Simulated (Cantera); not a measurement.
Charge: 1 mol SiCl4, 11 mol NH3, 1.9 mol N2, held at 75.0 Torr.

Method: chemical equilibrium by Gibbs-energy minimisation in Cantera with the NASA 1993 tables (ideal gas, pure condensed phases). Candidate condensed phases: NH4Cl, Si, Si3N4; 28 gas species. The tables' values for SiCl, SiCl3, SiN are old estimates; treat these amounts as uncertain. Gases not in the tables: Si2H6 and higher silanes. Rates play no part.

x: gas mole fraction; n: condensed amount in mol.

```
T (K)   x H2   x N2   x HCl   x SiCl2  x H  n Si3N4(s)  n Si(l)
-----  -----  -----  ------  --------  ---  ----------  -------
1148   0.575  0.267   0.157   3.18e-6  ___       0.330        0
1223   0.575  0.267   0.157   1.74e-5  ___       0.330        0
1298   0.575  0.267   0.157   7.74e-5  ___       0.330        0
1373   0.575  0.267   0.157  0.000290  ___       0.328        0
1448   0.576  0.268   0.155  0.000928  ___       0.322        0
1523   0.577  0.268   0.151   0.00255  ___       0.307        0
1598   0.579  0.270   0.144   0.00597  ___       0.277        0
1673   0.583  0.273   0.131    0.0118  ___       0.228        0
1748   0.587  0.277   0.115    0.0196  ___       0.161        0
1823   0.592  0.281  0.0971    0.0282  ___      0.0855        0
1898   0.593  0.285  0.0856    0.0335  ___           0    0.109
1973   0.590  0.285  0.0878    0.0323  ___           0    0.131
2048   0.587  0.285  0.0897    0.0311  ___           0    0.141
```

Some entries are withheld; supply them.


- 1148, x H: 1.72e-7
- 1223, x H: 7.21e-7
- 1298, x H: 2.57e-6
- 1373, x H: 7.99e-6
- 1448, x H: 2.21e-5
- 1523, x H: 5.55e-5
- 1598, x H: 0.000128
- 1673, x H: 0.000275
- 1748, x H: 0.000554
- 1823, x H: 0.00105
- 1898, x H: 0.00190
- 1973, x H: 0.00328
- 2048, x H: 0.00542
